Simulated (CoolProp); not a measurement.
Vapour-liquid equilibrium of chloromethane (R40) (1) + isobutene (2) at 5.15 bar; x and y are mole fractions of (1).

Values from CoolProp's multi-fluid Helmholtz-energy mixture model, Thol 2014 and Lemmon 2005; pair parameters Bell 2016.

```json
[
 {"x": "0.05", "bubble temperature, mixture model (°C)": "41.3", "bubble temperature, Raoult's law (°C)": "41.9", "y, mixture model": "0.096", "y, Raoult's law": "0.089"},
 {"x": "0.15", "bubble temperature, mixture model (°C)": "37.5", "bubble temperature, Raoult's law (°C)": "39.0", "y, mixture model": "0.257", "y, Raoult's law": "0.247"},
 {"x": "0.25", "bubble temperature, mixture model (°C)": "34.5", "bubble temperature, Raoult's law (°C)": "36.3", "y, mixture model": "0.386", "y, Raoult's law": "0.384"},
 {"x": "0.35", "bubble temperature, mixture model (°C)": "31.9", "bubble temperature, Raoult's law (°C)": "33.8", "y, mixture model": "___", "y, Raoult's law": "0.502"},
 {"x": "0.45", "bubble temperature, mixture model (°C)": "29.7", "bubble temperature, Raoult's law (°C)": "31.4", "y, mixture model": "0.589", "y, Raoult's law": "0.606"},
 {"x": "0.55", "bubble temperature, mixture model (°C)": "27.7", "bubble temperature, Raoult's law (°C)": "29.3", "y, mixture model": "___", "y, Raoult's law": "0.697"},
 {"x": "0.65", "bubble temperature, mixture model (°C)": "___", "bubble temperature, Raoult's law (°C)": "27.3", "y, mixture model": "0.752", "y, Raoult's law": "0.778"},
 {"x": "0.75", "bubble temperature, mixture model (°C)": "___", "bubble temperature, Raoult's law (°C)": "25.4", "y, mixture model": "___", "y, Raoult's law": "0.850"},
 {"x": "0.85", "bubble temperature, mixture model (°C)": "23.1", "bubble temperature, Raoult's law (°C)": "23.6", "y, mixture model": "0.897", "y, Raoult's law": "0.915"},
 {"x": "0.95", "bubble temperature, mixture model (°C)": "21.7", "bubble temperature, Raoult's law (°C)": "21.9", "y, mixture model": "0.966", "y, Raoult's law": "0.973"}
]
```

Task: Some entries are withheld; supply them.

Result: 
- 0.35, y, mixture model: 0.494
- 0.55, y, mixture model: 0.674
- 0.65, bubble temperature, mixture model (°C): 26.0
- 0.75, bubble temperature, mixture model (°C): 24.5
- 0.75, y, mixture model: 0.826

The largest gap from Raoult's law is -1.9 K in bubble temperature, at x = 0.35. No azeotrope shows between x = 0.05 and 0.95.

Pair parameters are fitted to limited data, so mixtures are less certain than the pure fluids.
